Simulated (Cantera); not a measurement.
Input: 1 mol MgO, 2.2 mol CH4, 2.1 mol H2, equilibrated at 0.00470 bar.

Equilibrium computed with Cantera from the NASA thermochemical tables; the gas is ideal and each condensed phase is pure. Candidate condensed phases: C, C6H6, C7H8, C8H18, H2O, Mg, MgCO3, MgO, Mg(OH)2; 116 gas species. Rates play no part. All values below are at 1223 K.

Base state: H2 0.999, CO 0.000572, Mg 0.000572, CH4 6.25e-5 (mole fractions); condensed: C(graphite) + MgO(s).

Problem. What changes in the equilibrium state with this change: pressure from 0.00470 bar to 0.00120 bar?

Solution. 
```
species             before    after
----------------  --------  -------
H2                   0.999    0.995
CO                0.000572  0.00224
Mg                0.000572  0.00224
CH4                6.25e-5  1.58e-5
C(graphite), mol      2.20     2.19
MgO(s), mol          0.996    0.985
```
